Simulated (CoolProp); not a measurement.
Computed with CoolProp (reference Helmholtz-energy equation of state, Marx 1992).

### Question
For R113, give the phase and the cv (kJ/(kg K)), isothermal compressibility (1/MPa), fugacity coefficient at 500 K and 913 kPa.

### Answer
- 500 K and 913 kPa: gas; cv 0.770, isothermal compressibility 1.21, fugacity coefficient 0.918
